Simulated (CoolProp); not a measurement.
Properties of carbonyl sulfide along the isotherm 419.6 K (Tc = 378.8 K, pc = 6.369 MPa, ω = 0.098).

Values from CoolProp's reference Helmholtz-energy equation of state, Lemmon 2006. It is a short technical equation, of lower accuracy than the large ones.

| p (MPa) | phase | density (kg/m³) | cv (kJ/(kg K)) | isothermal compressibility (1/MPa) | fugacity coefficient |
|---|---|---|---|---|---|
| 0.289 | gas | 5.032 | (withheld) | 3.499 | 0.9890 |
| 0.579 | gas | 10.20 | (withheld) | 1.767 | 0.9780 |
| 0.868 | gas | 15.47 | 0.6437 | 1.193 | 0.9671 |
| 1.16 | gas | 20.93 | 0.6464 | (withheld) | 0.9561 |
| 1.45 | gas | 26.49 | 0.6491 | 0.7333 | 0.9452 |
| 1.74 | gas | 32.20 | 0.6519 | 0.6196 | 0.9344 |
| 2.03 | gas | 38.06 | 0.6548 | 0.5389 | 0.9236 |
| 2.32 | gas | 44.10 | 0.6577 | 0.4788 | 0.9128 |
| 2.61 | gas | 50.32 | 0.6608 | 0.4324 | 0.9021 |
| 2.89 | gas | 56.50 | 0.6638 | 0.3969 | 0.8918 |
| 3.18 | gas | 63.11 | 0.6671 | 0.3671 | 0.8811 |

Problem. Complete the blanks.

Solution. 
- 0.289, cv (kJ/(kg K)): 0.6386
- 0.579, cv (kJ/(kg K)): 0.6411
- 1.16, isothermal compressibility (1/MPa): 0.9045
